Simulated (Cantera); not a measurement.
Charge: 1 mol Si, 3.8 mol H2, 1.2 mol Cl2, at 3.30 bar.

Cantera equilibrium calculation (NASA polynomials, part measured and part estimated; ideal gas, pure solids and liquids). Candidate condensed phases: Si; 19 gas species. The tables' values for SiCl3 are old estimates; treat these amounts as uncertain. The numbers say what is thermodynamically allowed, not how fast it happens.

Q: At 1098 K, list the 5 most abundant gas species with their mole fractions, and the condensed phases.

A: H2 0.831, SiCl4 0.0838, SiHCl3 0.0608, HCl 0.0167, SiH2Cl2 0.00528. Condensed: Si(s).
